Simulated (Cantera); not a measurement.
Cantera run:

```python
import numpy as np
import cantera as ct

gas_names = [...]  # 47 gases of nasa_gas.yaml made of H, N, O
cond_names = """
    H2O(s) H2O(L)
""".split()


# ... load() reads the species with a 1 bar reference pressure and builds the phases ...
atoms = {
    'N2O': {'N': 2, 'O': 1},
    'H2': {'H': 2},
}
top_T = {}  # K; cautious upper limits of use, not melting points


# ... equilibrate(T, P, feed) seeds the gas with the atoms and calls Mixture.equilibrate('TP', solver="vcs", rtol=1e-11, max_steps=5000) ...
results = []
feed = {'N2O': 1, 'H2': 0.062}  # mol
P = 34000  # Pa
for T in [2000, 2250, 2500, 2750, 3000, 3250, 3500, 3750, 4000, 4250, 4500, 4750, 5000]:
    mix = equilibrate(T, P, feed)
    results.append((T, P, feed, dict(zip(mix.species_names, mix.species_moles))))
    x = sorted(zip(gas.X, gas.species_names), reverse=True)
    print(f"T = {T:g} K  P = {P:g} Pa  gas = {mix.phase_moles(0):.4g} mol")
    print("   x: " + "  ".join(f"{s} {v:.3e}" for v, s in x if v > 1e-06))
    print("   condensed (mol): " + ("  ".join(f"{mix.phase(i).name} {mix.phase_moles(i):.4g}"
          for i in range(1, mix.n_phases) if mix.phase_moles(i) > 1e-12) or "none"))
```

Output:

```
T = 2000 K  P = 34000 Pa  gas = 1.532 mol
   x: N2 6.485e-01  O2 3.012e-01  H2O 3.950e-02  NO 8.321e-03  OH 1.843e-03  O 6.297e-04  H2 3.561e-05  H 1.664e-05  NO2 1.008e-05  HO2 1.789e-06
   condensed (mol): none
T = 2250 K  P = 34000 Pa  gas = 1.536 mol
   x: N2 6.435e-01  O2 2.949e-01  H2O 3.745e-02  NO 1.511e-02  OH 5.294e-03  O 3.436e-03  H2 1.831e-04  H 1.724e-04  NO2 1.250e-05  HO2 4.207e-06
   condensed (mol): none
T = 2500 K  P = 34000 Pa  gas = 1.547 mol
   x: N2 6.342e-01  O2 2.822e-01  H2O 3.302e-02  NO 2.391e-02  O 1.320e-02  OH 1.172e-02  H 1.086e-03  H2 6.341e-04  NO2 1.444e-05  HO2 7.856e-06
   condensed (mol): none
T = 2750 K  P = 34000 Pa  gas = 1.576 mol
   x: N2 6.176e-01  O2 2.582e-01  O 3.873e-02  NO 3.363e-02  H2O 2.531e-02  OH 2.039e-02  H 4.587e-03  H2 1.529e-03  NO2 1.535e-05  HO2 1.162e-05  N 3.237e-06
   condensed (mol): none
T = 3000 K  P = 34000 Pa  gas = 1.635 mol
   x: N2 5.906e-01  O2 2.182e-01  O 9.071e-02  NO 4.213e-02  OH 2.723e-02  H2O 1.508e-02  H 1.349e-02  H2 2.481e-03  N 1.835e-05  NO2 1.456e-05  HO2 1.297e-05  N2O 1.206e-06
   condensed (mol): none
T = 3250 K  P = 34000 Pa  gas = 1.73 mol
   x: N2 5.545e-01  O 1.730e-01  O2 1.628e-01  NO 4.665e-02  H 2.775e-02  OH 2.655e-02  H2O 6.132e-03  H2 2.541e-03  N 7.883e-05  NO2 1.185e-05  HO2 1.010e-05  N2O 1.315e-06
   condensed (mol): none
T = 3500 K  P = 34000 Pa  gas = 1.849 mol
   x: N2 5.180e-01  O 2.704e-01  O2 1.023e-01  NO 4.539e-02  H 4.157e-02  OH 1.881e-02  H2 1.685e-03  H2O 1.655e-03  N 2.734e-04  NO2 7.981e-06  HO2 5.312e-06  NH 1.557e-06  N2O 1.259e-06
   condensed (mol): none
T = 3750 K  P = 34000 Pa  gas = 1.957 mol
   x: N2 4.908e-01  O 3.532e-01  O2 5.371e-02  H 5.040e-02  NO 3.937e-02  OH 1.054e-02  H2 8.593e-04  N 8.069e-04  H2O 3.435e-04  NO2 4.471e-06  NH 2.464e-06  NO+ 2.107e-06  Electron 2.081e-06  HO2 2.043e-06  N2O 1.085e-06
   condensed (mol): none
T = 4000 K  P = 34000 Pa  gas = 2.031 mol
   x: N2 4.755e-01  O 4.049e-01  H 5.483e-02  NO 3.176e-02  O2 2.517e-02  OH 5.288e-03  N 2.099e-03  H2 4.022e-04  H2O 6.638e-05  NO+ 4.999e-06  Electron 4.956e-06  NH 3.412e-06  NO2 2.238e-06
   condensed (mol): none
T = 4250 K  P = 34000 Pa  gas = 2.074 mol
   x: N2 4.673e-01  O 4.317e-01  H 5.678e-02  NO 2.494e-02  O2 1.151e-02  N 4.912e-03  OH 2.610e-03  H2 1.901e-04  H2O 1.358e-05  NO+ 1.049e-05  Electron 1.043e-05  NH 4.397e-06  NO2 1.092e-06
   condensed (mol): none
T = 4500 K  P = 34000 Pa  gas = 2.1 mol
   x: N2 4.611e-01  O 4.444e-01  H 5.752e-02  NO 1.956e-02  N 1.048e-02  O2 5.427e-03  OH 1.328e-03  H2 9.408e-05  NO+ 2.007e-05  Electron 2.000e-05  NH 5.420e-06  H2O 3.102e-06
   condensed (mol): none
T = 4750 K  P = 34000 Pa  gas = 2.122 mol
   x: N2 4.531e-01  O 4.496e-01  H 5.762e-02  N 2.063e-02  NO 1.547e-02  O2 2.691e-03  OH 7.080e-04  H2 4.913e-05  NO+ 3.566e-05  Electron 3.564e-05  NH 6.458e-06
   condensed (mol): none
T = 5000 K  P = 34000 Pa  gas = 2.147 mol
   x: O 4.501e-01  N2 4.406e-01  H 5.729e-02  N 3.774e-02  NO 1.232e-02  O2 1.404e-03  OH 3.948e-04  Electron 5.968e-05  NO+ 5.951e-05  H2 2.697e-05  NH 7.467e-06
   condensed (mol): none
```

These are equilibrium values from Cantera (NASA tables, ideal gas, pure condensed phases), not measurements of a reactor.
